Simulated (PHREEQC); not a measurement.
PHREEQC input (ion-association model, phreeqc.dat):

```
SOLUTION 0
  temp 25
  units mmol/kgw
  pH 7 charge
  Cl 81.01
  Li 81
  O(0) 1 O2(g) -0.68
SOLUTION 1-30
  temp 25
  units mmol/kgw
  pH 7 charge
  Cl 3.11
  Li 3.1
  S(6) 11
  Na 22
  O(0) 1 O2(g) -0.68
END
EXCHANGE 1-30
  X 0.19
  -equilibrate 1
END
SELECTED_OUTPUT 1
  -reset false
  -pH true
  -pe true
  -ionic_strength true
  -water true
  -step true
  -totals Cl Li Na S S(-2) S(6)
  -molalities LiX NaX
  -saturation_indices Halite
PRINT
  -reset false
TRANSPORT
  -cells 30
  -shifts 210
  -lengths 0.00333333
  -time_step 300
  -dispersivities 0.008
  -boundary_conditions flux flux
  -correct_disp true
  -punch_cells 30
  -punch_frequency 7
END
```

Selected output (columns that matter, 17 of 31 rows; pore volumes added in front):

```
pore volumes	pH	mu	Cl	Li	Na	S	m_LiX	m_NaX	si_Halite
0	5.2458	0.034833	0.00311	0.0031	0.022	0.011	0.019987	0.17001	-5.8967
0.4833	5.2381	0.036662	0.0063488	0.0033876	0.024037	0.010543	0.019987	0.17001	-5.5507
0.95	5.1546	0.058514	0.043887	0.0067451	0.047616	0.005242	0.020048	0.16995	-4.4375
1.4167	5.1002	0.074481	0.070353	0.01094	0.062413	0.0015048	0.024183	0.16582	-4.1282
1.8833	5.0838	0.079474	0.078509	0.019073	0.060132	0.00035319	0.039664	0.15034	-4.1003
2.1167	5.0811	0.08029	0.079838	0.024347	0.055812	0.00016551	0.050586	0.13941	-4.126
2.5833	5.0793	0.080857	0.080761	0.0354	0.045422	3.5183e-05	0.074726	0.11527	-4.2109
3.05	5.0789	0.080978	0.080958	0.045607	0.035356	7.3116e-06	0.098341	0.091659	-4.3187
3.5167	5.0788	0.081004	0.080999	0.054202	0.02679	1.5036e-06	0.11918	0.070821	-4.439
3.9833	5.0788	0.081009	0.081008	0.061074	0.019924	3.0769e-07	0.13647	0.053527	-4.5675
4.45	5.0788	0.08101	0.08101	0.06639	0.01461	6.2816e-08	0.15025	0.039751	-4.7023
4.9167	5.0788	0.08101	0.08101	0.070407	0.010593	1.281e-08	0.1609	0.029103	-4.8419
5.15	5.0788	0.08101	0.08101	0.072012	0.0089875	5.7833e-09	0.16521	0.02479	-4.9133
5.6167	5.0788	0.08101	0.08101	0.074569	0.0064307	1.1785e-09	0.17215	0.017849	-5.0586
6.0833	5.0788	0.08101	0.08101	0.076431	0.0045691	2.4012e-10	0.17726	0.01274	-5.2071
6.55	5.0788	0.08101	0.08101	0.077773	0.0032274	4.892e-11	0.18097	0.009029	-5.358
7.0167	5.0788	0.08101	0.08101	0.078731	0.0022686	9.966e-12	0.18364	0.0063616	-5.5112
```
